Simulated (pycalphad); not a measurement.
Source of the numbers: pycalphad with the COST 507 light-alloy database (1999); pressure 1 atm. The data set is of 1999 and partly superseded. Phase fractions are per mole of atoms.

**Question.** Give the equilibrium state of Si-8.343Cu-74.18Mg (wt.%) at 900 K.

**Answer.** 
```
T = 900.00 K, P = 101325 Pa, N = 1 mol of atoms
G = -48335 J/mol, H = 9646 J/mol, S = 64.42 J/(mol K)  (SER reference)
chemical potentials (J/mol): Si -80671, Cu -81325, Mg -40324
phase             fraction      x(Si)      x(Cu)      x(Mg)
LIQUID              0.5493     0.0242     0.0628     0.9130
MG2SI               0.4507     0.3333       none     0.6667
```

**Question.** Give the equilibrium state of Si-8.343Cu-74.18Mg (wt.%) at 850 K.

**Answer.** MG2SI, fraction 0.467, with no Cu, 63.4 Mg wt.%; LIQUID, fraction 0.458, with 17.5 Cu, 80.7 Mg wt.%; HCP_A3, fraction 0.075, with 0.07 Cu, 99.93 Mg wt.%.

Database names, with the compositions (at.%) that they take in these runs: MG2SI: Mg 67 Si 33. HCP_A3 is hcp. An entry "none" or "no" means that the model of the phase leaves that element out.
